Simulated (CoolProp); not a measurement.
Vapour-liquid equilibrium of p-xylene (1) + n-decane (2) at 234.75 °C; x and y are mole fractions of (1).

The numbers come from the multi-fluid Helmholtz-energy mixture model, Zhou 2012 and Lemmon 2006; pair parameters Bell 2016 in CoolProp.

| x | bubble pressure, mixture model (MPa) | bubble pressure, Raoult's law (MPa) | y, mixture model | y, Raoult's law |
|---|---|---|---|---|
| 0.05 | 0.4012 | 0.4012 | 0.088 | 0.096 |
| 0.15 | 0.4402 | 0.4403 | 0.242 | 0.263 |
| 0.25 | 0.4791 | 0.4794 | 0.374 | 0.403 |
| 0.35 | 0.5179 | 0.5185 | 0.489 | 0.522 |
| 0.45 | 0.5566 | 0.5576 | 0.590 | 0.624 |
| 0.55 | 0.5953 | 0.5967 | 0.681 | 0.712 |
| 0.65 | 0.6342 | 0.6358 | 0.762 | 0.790 |
| 0.75 | 0.6733 | 0.6749 | 0.837 | 0.859 |
| 0.85 | 0.7127 | 0.7140 | 0.906 | 0.920 |
| 0.95 | 0.7526 | 0.7531 | 0.970 | 0.975 |

The largest gap from Raoult's law is -0.3 % in bubble pressure, at x = 0.65. No azeotrope shows between x = 0.05 and 0.95.

Pair parameters are fitted to limited data, so mixtures are less certain than the pure fluids.
